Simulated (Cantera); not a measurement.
A closed system holds: 1 mol Si3H8, 0.031 mol HCl, 41 mol H2, 0.053 mol Cl2, equilibrated at 0.00210 bar.

Cantera equilibrium calculation (NASA polynomials, part measured and part estimated; ideal gas, pure solids and liquids). Candidate condensed phases: Si; 19 gas species. The feed counts by its element totals alone. Rates play no part.

At 1173 K, list the 3 most abundant gas species with their mole fractions, and the condensed phases.

H2 0.997, HCl 0.00300, SiCl2 2.05e-5. Condensed: Si(s).
